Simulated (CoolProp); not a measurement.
A single-stage vapour-compression cycle with R22: evaporating at 295.15 K (dew point), condensing at 360.15 K (bubble point), superheat 10 K, subcooling 2 K, compressor efficiency 0.85, no pressure losses. Each further row changes one setting.

The numbers come from the reference Helmholtz-energy equation of state, Kamei 1995 in CoolProp.

```csv
case,cooling COP,pressure ratio,discharge temperature (K),refrigerating effect (kJ/kg),volumetric capacity (kJ/m³)
as stated,2.21,4.36,400.3,101,3880
evaporating temperature 300.15 K,2.50,(withheld),397.6,(withheld),4520
condensing temperature 355.15 K,(withheld),3.96,393.3,(withheld),(withheld)
subcooling 7 K,(withheld),4.36,400.3,112,4300
superheat 20 K,2.26,4.36,410.4,109,3980
compressor efficiency 0.75,(withheld),4.36,(withheld),101,3880
```

What belongs in the gaps?


- evaporating temperature 300.15 K, pressure ratio: 3.81
- evaporating temperature 300.15 K, refrigerating effect (kJ/kg): 103
- condensing temperature 355.15 K, cooling COP: 2.60
- condensing temperature 355.15 K, refrigerating effect (kJ/kg): 111
- condensing temperature 355.15 K, volumetric capacity (kJ/m³): 4250
- subcooling 7 K, cooling COP: 2.45
- compressor efficiency 0.75, cooling COP: 1.95
- compressor efficiency 0.75, discharge temperature (K): 405.9
